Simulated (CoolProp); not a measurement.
Saturation properties of octamethyltrisiloxane (MDM) (Tc = 565.4 K, pc = 1.438 MPa, ω = 0.528).

Computed with CoolProp (reference Helmholtz-energy equation of state, Thol 2017).

```csv
T (K),p (MPa),liquid density (kg/m³),enthalpy of vaporisation (kJ/kg),liquid cp (kJ/(kg K)),vapour Z,surface tension (mN/m)
351.5,0.008466,760.2,183.5,1.914,0.9881,12.0
371.4,0.01871,738.7,175.6,1.965,0.9783,10.3
391.4,0.03741,716.2,167.4,2.018,0.9639,8.81
411.3,0.06850,692.8,159.0,2.072,0.9439,7.37
431.2,0.1169,668.1,150.0,2.128,0.9176,6.00
451.1,0.1884,641.7,140.4,2.187,0.8839,4.73
471.1,0.2898,612.7,129.7,2.252,0.8415,3.56
491,0.4272,580.6,117.7,2.329,0.7889,2.50
510.9,0.6093,543.6,103.7,2.431,0.7227,1.57
```

It boils at 425.6 K under 1 atm.

Surface tension comes from a separate correlation (Mulero 2014), older than this fluid's equation and unchecked against measurements.
